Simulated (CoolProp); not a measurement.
A closed Brayton cycle with carbon dioxide: compressor inlet 318.15 K and 9.8 MPa, high pressure 24.2 MPa, turbine inlet 835 K, compressor efficiency 0.8, turbine efficiency 0.85, recuperator effectiveness 0 (on enthalpy, no pinch check). Each further row changes one setting.

Computed with CoolProp (reference Helmholtz-energy equation of state, Span 1996).

| case | thermal efficiency (%) | net work (kJ/kg) | compressor to turbine work | compressor exit (K) | turbine exit (K) |
|---|---|---|---|---|---|
| as stated | 12.5 | 82.4 | 0.28 | 364.7 | 730.9 |
| turbine inlet 785 K | 12.5 | 74.6 | 0.30 | 364.7 | 684.4 |
| compressor inlet 328.15 K | 11.9 | 70.5 | 0.39 | 396.6 | 730.9 |
| high pressure 20.6 MPa | 10.5 | 70.4 | 0.26 | 355.9 | 749.0 |
| recuperator effectiveness 0.5 | 18.8 | 82.4 | 0.28 | 364.7 | 730.9 |
